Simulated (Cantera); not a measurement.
Feed: 1 mol CuO, 0.51 mol CH₄, 0.045 mol CO, at 2048 K and 0.000210 bar.

These are equilibrium values from Cantera (NASA tables, ideal gas, pure condensed phases), not measurements of a reactor. Candidate condensed phases: C, C₆H₆, C₇H₈, C₈H₁₈, Cu, CuO, Cu(OH)₂, Cu₂O, H₂O; 113 gas species. Kinetics and transport are ignored.

Base state: Cu 0.373, H₂ 0.197, CO 0.179, H₂O 0.147, H 0.0685, CO₂ 0.0281, OH 0.00557, O 0.00140 (mole fractions); condensed: gas only.

Problem. What changes in the equilibrium state with this change: pressure from 0.000210 bar to 0.0133 bar?

Solution. 
```
species    before    after
-------  --------  -------
Cu          0.373    0.384
H₂          0.197    0.229
CO          0.179    0.187
H          0.0685  0.00927
H₂O         0.147    0.161
CO₂        0.0281   0.0277
O₂       0.000449  6.30e-6
Cu₂       2.13e-5  0.00143
O         0.00140  2.08e-5
```
